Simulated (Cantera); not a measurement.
Input: 1 mol Al, 0.23 mol O2, 290 mol N2, equilibrated at 2048.15 K.

Equilibrium computed with Cantera from the NASA thermochemical tables; the gas is ideal and each condensed phase is pure. Candidate condensed phases: Al, AlN, Al2O3; 16 gas species. Mutual solubility and eutectic melting of coexisting phases are not modelled. Condensed phases not in the tables: aluminium oxynitride. Equilibrium is a limit: real reactors are often held back by kinetics, nucleation or transport.

x: gas mole fraction; n: condensed amount in mol.

```tsv
P (Pa)	x N2	x Al	x Al2O	x AlO	x O	x NO	x Al2O2	n Al2O3(s)	n AlN(s)
10	0.998	0.00216	0.000169	6.35e-5	2.61e-5	5.82e-6	2.14e-7	0.128	0
28	0.998	0.00208	0.000227	3.16e-5	4.82e-6	1.80e-6	1.48e-7	0.128	0
77	0.998	0.00198	0.000299	1.58e-5	9.20e-7	5.69e-7	1.03e-7	0.123	0
220	0.998	0.00186	?	?	?	?	?	0.115	0
600	0.998	0.00173	0.000493	3.85e-6	3.29e-8	5.69e-8	4.72e-8	0.105	0
1700	0.998	?	?	?	?	?	?	?	0
4600	0.998	0.00140	0.000736	9.23e-7	1.27e-9	6.07e-9	2.08e-8	0.0819	0
13000	0.998	0.00107	0.000724	4.22e-7	2.69e-10	2.17e-9	1.23e-8	0.0832	0.103
36000	1.000	0.000232	0.000132	1.28e-7	1.37e-10	1.83e-9	3.16e-9	0.141	0.575
100000	1.000	5.00e-5	2.41e-5	3.90e-8	6.92e-11	1.54e-9	8.09e-10	0.151	0.670
```

Task: Fill in the missing entries.

Result: 
- 1700, x Al: 0.00157
- 1700, x Al2O: 0.000613
- 1700, x AlO: 1.86e-6
- 1700, x O: 6.19e-9
- 1700, x NO: 1.80e-8
- 1700, x Al2O2: 3.13e-8
- 1700, n Al2O3(s): 0.0938
- 220, x Al2O: 0.000390
- 220, x AlO: 7.70e-6
- 220, x O: 1.67e-7
- 220, x NO: 1.74e-7
- 220, x Al2O2: 6.93e-8
